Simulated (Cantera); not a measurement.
A freely propagating, adiabatic, planar premixed flame of CH4 : O2 : N2 = 1 : 1.67 : 6.27 (molar parts), equivalence ratio 1.2, unburnt at 375 K and 20000 Pa; mixture-averaged transport, grid criteria slope 0.08 and curve 0.16, no radiation.

Model: GRI-Mech 3.0 (53 species, 325 reactions), integrated in Cantera. Burning velocities carry a grid error of a few per cent, more on coarse grids.

x: mole fraction of selected species; z is measured from the peak of heat release.

```csv
z (mm),T (K),u (m/s),x CH4,x O2,x HCN,x C2H6,x CO2,x N2O
-4.76,375,0.744,0.112,0.187,<1e-8,<1e-8,<1e-8,<1e-8
-3.17,376,0.747,0.111,0.186,<1e-8,1.11e-7,3.99e-7,<1e-8
-2.38,381,0.759,0.111,0.185,<1e-8,1.77e-6,5.73e-6,<1e-8
-1.59,445,0.895,0.106,0.180,7.61e-8,6.38e-5,0.000180,<1e-8
-0.794,916,1.89,0.0744,0.144,1.56e-6,0.00121,0.00384,<1e-8
-0.397,1348,2.81,0.0405,0.0999,4.17e-6,0.00120,0.0104,<1e-8
0,___,3.64,___,___,___,___,___,<1e-8
0.397,1886,3.99,0.00111,0.0227,9.39e-6,1.13e-6,0.0324,<1e-8
0.794,1923,4.06,6.33e-5,0.0117,5.68e-6,<1e-8,0.0420,1.00e-8
1.59,1943,4.08,1.81e-7,0.00682,1.47e-6,<1e-8,0.0521,<1e-8
3.17,1961,4.11,<1e-8,___,___,<1e-8,0.0569,<1e-8
6.35,1986,4.15,<1e-8,0.00495,<1e-8,<1e-8,0.0579,<1e-8
12.7,2021,4.22,<1e-8,0.00404,<1e-8,<1e-8,0.0584,<1e-8
```

Problem. What belongs in the gaps?

Solution. 
- 0, T (K): 1723
- 0, x CH4: 0.0107
- 0, x O2: 0.0515
- 0, x HCN: 8.51e-6
- 0, x C2H6: 0.000121
- 0, x CO2: 0.0208
- 3.17, x O2: 0.00564
- 3.17, x HCN: 1.33e-7
